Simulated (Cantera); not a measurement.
A freely propagating, adiabatic, planar premixed flame of H2 : O2 : N2 = 1 : 0.676 : 3.24 (molar parts), unburnt at 623 K and 760 Torr; mixture-averaged transport, grid criteria slope 0.08 and curve 0.16, no radiation.

Detailed kinetics in Cantera: the H2/O2 subset of GRI-Mech 3.0, which has no nitrogen chemistry. Burning velocities carry a grid error of a few per cent, more on coarse grids.

What does this change do: 0.21 parts H2O added?


| quantity | before | after |
|---|---|---|
| laminar burning velocity | 466 cm/s | 414 cm/s |
| thermal thickness | 0.478 mm | 0.456 mm |
| peak x(H2O2) | 1.42e-5 | 1.91e-5 |
| peak x(H) | 0.0265 | 0.0210 |
| peak x(OH) | 0.0110 | 0.0100 |
| peak x(O) | 0.0102 | 0.00795 |

What does this change do: inlet temperature 623 to 648 K?


| quantity | before | after |
|---|---|---|
| laminar burning velocity | 466 cm/s | 516 cm/s |
| thermal thickness | 0.478 mm | 0.488 mm |
| peak x(H2O2) | 1.42e-5 | 1.17e-5 |
| peak x(H) | 0.0265 | 0.0280 |
| peak x(OH) | 0.0110 | 0.0114 |
| peak x(O) | 0.0102 | 0.0107 |

What does this change do: inlet temperature 623 to 398 K?


```
quantity                    before     after
------------------------  --------  --------
laminar burning velocity  466 cm/s  154 cm/s
thermal thickness         0.478 mm  0.402 mm
peak x(H2O2)               1.42e-5   5.92e-5
peak x(H)                   0.0265    0.0139
peak x(OH)                  0.0110   0.00759
peak x(O)                   0.0102   0.00612
```
